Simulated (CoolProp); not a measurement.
Dry air along the isotherm -41.25 °C: density (kg/m³) from the reference equation and from simpler models built on Tc = -140.6 °C, pc = 3.786 MPa, ω = 0.034; each cubic takes its own stable root.

Model: reference Helmholtz-energy equation of state, Lemmon 2000, in CoolProp. It is a pseudo-pure fit of the blend.

| p (MPa) | phase | reference | van der Waals | Redlich-Kwong | Soave-Redlich-Kwong |
|---|---|---|---|---|---|
| 0.86 | gas | 13.07 | 13.12 | 13.08 | 13.05 |
| 1.72 | gas | 26.41 | 26.64 | 26.49 | 26.36 |
| 2.58 | gas | 40.04 | 40.57 | 40.20 | 39.91 |
| 3.44 | gas | 53.92 | 54.92 | 54.20 | 53.68 |
| 4.3 | supercritical | 68.03 | 69.68 | 68.47 | 67.64 |
| 5.16 | supercritical | 82.37 | 84.83 | 82.97 | 81.76 |
| 6.02 | supercritical | 96.89 | 100.4 | 97.68 | 96.00 |
| 6.88 | supercritical | 111.6 | 116.2 | 112.5 | 110.3 |
| 7.74 | supercritical | 126.3 | 132.3 | 127.5 | 124.7 |
| 8.6 | supercritical | 141.2 | 148.6 | 142.5 | 139.1 |
| 9.46 | supercritical | 156.0 | 164.9 | 157.6 | 153.4 |
